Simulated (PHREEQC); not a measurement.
Consider water at 25 °C with 0.25 mol/kgw CuSO4 and 0.022 mol/kgw HCl. Closed to the air; pH follows from the charge balance.

Model: ion-association model, phreeqc.dat, run in PHREEQC.

Q: The ionic strength comes out as 0.482 mol/kgw. What activity coefficients do Cl-, SO4-2, H+, HSO4-, CuCl+ get?

A: Cl- 0.65, SO4-2 0.21, H+ 0.77, HSO4- 0.73, CuCl+ 0.65.

No solid was allowed to form.
